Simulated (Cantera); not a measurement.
A perfectly stirred reactor is fed with 1.41 % NH₃, 98.6 % N₂, at 101000 Pa; it is held at 1875 K, and followed from long to short residence time.

Model: the gas-phase N/H chemistry of the illustrative SiF4/NH3 mechanism in the Surface Chemkin manual (1991), integrated in Cantera. Walls and surfaces, which speed up NH3 decomposition in real reactors, are not modelled.

**Question.** Predict: x(NH₃) at τ = 10.0 s; x(H₂) at τ = 10.0 s; x(N₂) at τ = 10.0 s; x(NH₃) at τ = 17.0 ms; x(N₂H₄) at τ = 17.0 ms; x(N₂H₂) at τ = 17.0 ms; x(H₂) at τ = 17.0 ms; x(N₂) at τ = 17.0 ms.

**Answer.** 
```
Item                      Result
----------------------  --------
x(NH₃) at τ = 10.0 s    0.000357
x(H₂) at τ = 10.0 s       0.0203
x(N₂) at τ = 10.0 s        0.979
x(NH₃) at τ = 17.0 ms     0.0126
x(N₂H₄) at τ = 17.0 ms   4.69e-9
x(N₂H₂) at τ = 17.0 ms   4.01e-8
x(H₂) at τ = 17.0 ms     0.00216
x(N₂) at τ = 17.0 ms       0.985
```
